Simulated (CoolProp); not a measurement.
A single-stage vapour-compression cycle with R115: evaporating at 209.15 K (dew point), condensing at 254.15 K (bubble point), superheat 10 K, subcooling 8 K, compressor efficiency 0.8, no pressure losses. Each further row changes one setting.

Values from CoolProp's reference Helmholtz-energy equation of state, Lemmon 2016.

| case | cooling COP | pressure ratio | discharge temperature (K) | refrigerating effect (kJ/kg) | volumetric capacity (kJ/m³) |
|---|---|---|---|---|---|
| as stated | 3.25 | 8.04 | 273.7 | 106 | 261 |
| evaporating temperature 214.15 K | 3.83 | 6.06 | 271.7 | 109 | 349 |
| condensing temperature 249.15 K | 3.75 | 6.66 | 268.4 | 111 | 273 |
| subcooling 13 K | 3.39 | 8.04 | 273.7 | 111 | 273 |
| superheat 20 K | 3.28 | 8.04 | 284.5 | 112 | 264 |
| compressor efficiency 0.7 | 2.84 | 8.04 | 280.2 | 106 | 261 |
